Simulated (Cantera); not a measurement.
Input: 1 mol Fe₂O₃, 14 mol CO, equilibrated at 1850 °C and 0.250 bar.

Equilibrium computed with Cantera from the NASA thermochemical tables; the gas is ideal and each condensed phase is pure. Each liquid is taken as pure. Mutual solubility and eutectic melting of coexisting phases are not modelled. The tables' stoichiometric FeO is somewhat more stable than real wüstite, so its field is too wide. FeO: taken at fixed stoichiometry. Kinetics and transport are ignored.

| species | before | after |
|---|---|---|
| CO | 0.908 | 0.789 |
| CO₂ | 0.0863 | 0.211 |
| Fe | 0.00533 | <1e-9 |
| FeO | 6.69e-5 | <1e-9 |
| Fe(l), mol | 0.139 | 0 |
| FeO(l), mol | 1.78 | 0 |
| Fe(α), mol | 0 | 1.96 |
| FeO(s), mol | 0 | 0.0432 |
Gas species are given as mole fractions.

Question: What was changed between the two runs?
A. temperature from 1850 °C to 702 °C
B. temperature from 1850 °C to 627 °C
C. pressure from 0.250 bar to 1.00 bar
D. temperature from 1850 °C to 1825 °C

Answer: A, temperature from 1850 °C to 702 °C
